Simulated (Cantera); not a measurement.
Feed: 1 mol B2O3, 0.76 mol Cl2, 51 mol N2, 4.5 mol HF, equilibrated at 0.100 bar.

Cantera equilibrium calculation (NASA polynomials, part measured and part estimated; ideal gas, pure solids and liquids). Candidate condensed phases: B, BN, B2O3, B3O3H3, H2O, NH4Cl; 75 gas species. Gases not in the tables: H3BO3. Kinetics and transport are ignored.

**Question.** Which condensed phases are stable at each of these points (T (°C)): 500, 600, 700, 800, 900, 1000, 1100, 1200?

**Answer.** 
| T (°C) | condensed phases | B condensed (%) |
|---|---|---|
| 500 | B2O3(l) | 27.6 |
| 600 | B2O3(l) | 30.4 |
| 700 | B2O3(l) | 33.4 |
| 800 | B2O3(l) | 36.0 |
| 900 | B2O3(l) | 36.4 |
| 1000 | B2O3(l) | 28.8 |
| 1100 | B2O3(l) | 1.4 |
| 1200 | gas only | 0.0 |

From 500 °C to 1100 °C the condensed part is B2O3(l). At 1200 °C nothing is condensed. The share of B in condensed phases is highest at 900 °C (36.4 %) and lowest at 1200 °C (0.0 %).
